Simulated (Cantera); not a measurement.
Input (Python, Cantera) and output of one run.

```python
import numpy as np
import cantera as ct

gas_names = """
    H HO2 H2 H2O H2O2 H2S H2SO4 O OH O2 O3 S SH SO SO2 SO3 S2 S2O S8
""".split()
cond_names = """
    H2O(s) H2O(L) H2SO4(L) S(cr1) S(cr2) S(L)
""".split()


# ... load() reads the species with a 1 bar reference pressure and builds the phases ...
atoms = {
    'SO2': {'S': 1, 'O': 2},
    'H2O': {'H': 2, 'O': 1},
}
top_T = {}  # K; cautious upper limits of use, not melting points


# ... equilibrate(T, P, feed) seeds the gas with the atoms and calls Mixture.equilibrate('TP', solver="vcs", rtol=1e-11, max_steps=5000) ...
results = []
feed = {'SO2': 1, 'H2O': 6.3}  # mol
P = 14  # Pa
for T in [600, 700, 800, 900, 1000, 1100, 1200, 1300, 1400, 1500]:
    mix = equilibrate(T, P, feed)
    results.append((T, P, feed, dict(zip(mix.species_names, mix.species_moles))))

top = {s: max(r[3][s] / sum(r[3][g] for g in gas_names) for r in results) for s in gas_names}
cols = sorted((s for s in top if top[s] > 1e-06), key=lambda s: -top[s])[:9]
seen = [c for c in cond_names if any(r[3].get(c, 0) > 1e-12 for r in results)]
print("log10 of partial pressures in bar; condensed amounts in mol")
print(f"{'T/K':>10s}" + "".join(f"{s[:9]:>10s}" for s in cols + seen))
for T, P, feed, n in results:
    ng = sum(n[g] for g in gas_names)
    print(f"{T:10.4g}" + "".join(f"{np.log10(max(n[s] / ng * P / 1e5, 1e-99)):10.3f}" for s in cols)
          + "".join(f"{n.get(c, 0):10.4g}" for c in seen))
```

Result:

```
log10 of partial pressures in bar; condensed amounts in mol
       T/K       H2O       SO2        H2        O2        OH        SO         H         O       SO3
       600    -3.918    -4.717   -11.789   -21.517   -19.251   -16.214   -22.230   -29.329   -11.789
       700    -3.918    -4.717   -10.879   -17.238   -16.170   -14.590   -19.037   -24.064   -10.879
       800    -3.918    -4.717   -10.192   -14.023   -13.855   -13.374   -16.634   -20.110   -10.192
       900    -3.918    -4.717    -9.647   -11.532   -12.055   -12.424   -14.756   -17.035    -9.659
      1000    -3.918    -4.717    -9.094    -9.765   -10.670   -11.552   -13.191   -14.686    -9.343
      1100    -3.918    -4.717    -8.409    -8.779    -9.652   -10.609   -11.792   -12.992    -9.312
      1200    -3.918    -4.717    -7.767    -8.094    -8.837    -9.755   -10.588   -11.648    -9.354
      1300    -3.918    -4.717    -7.213    -7.534    -8.152    -9.023    -9.562   -10.519    -9.398
      1400    -3.919    -4.718    -6.735    -7.058    -7.566    -8.394    -8.680    -9.553    -9.436
      1500    -3.921    -4.718    -6.321    -6.646    -7.059    -7.850    -7.915    -8.715    -9.469
```

Cantera equilibrium calculation (NASA polynomials, part measured and part estimated; ideal gas, pure solids and liquids).
